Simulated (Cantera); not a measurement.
Standard-state values (1 bar) from the NASA 1993 polynomials, evaluated with Cantera. Values are per mole of reaction as written; species without (g) are pure solids or liquids, kept so even where they would boil at 1 bar.

Problem. Between 300 and 700 K, where is each reaction favourable under standard conditions?
- 2 H2O(g) + B2O2(g) → 2 B + 4 OH(g)
- 2 B + 2 OH(g) → B2O2(g) + H2(g)

Solution. 
- 2 H2O(g) + B2O2(g) → 2 B + 4 OH(g): ΔG° is 1059 kJ at 300 K and 1005 kJ at 700 K; it stays positive (K < 1). ΔH° is 1104 kJ and ΔS° 141 J/K at 700 K.
- 2 B + 2 OH(g) → B2O2(g) + H2(g): ΔG° is -533 kJ at 300 K and -531 kJ at 700 K; it stays negative (K > 1). ΔH° is -535 kJ and ΔS° -5 J/K at 700 K.
